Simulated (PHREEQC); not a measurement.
Make-up at 13 °C: 5.5 mmol/kgw Cu(BF4)2, 95 mmol/kgw HNO3 and 46.5 mmol/kgw Na2SO4. Closed to the air; pH follows from the charge balance.

All values are PHREEQC results (ion-association model, phreeqc.dat), not measurements.

Question: The ionic strength comes out as 0.186 mol/kgw. What activity coefficients do Cu+2, HF2-, BF3OH-, NO3-, NaSO4- get?

Answer: Cu+2 0.34, HF2- 0.75, BF3OH- 0.75, NO3- 0.70, NaSO4- 0.75.

No solid was allowed to form. Complexes and solids missing from the database can't appear. At this temperature some constants are extrapolated from 25 °C, and those without enthalpy data are left unchanged. Real BF4- forms and hydrolyses slowly; the run takes it at equilibrium.
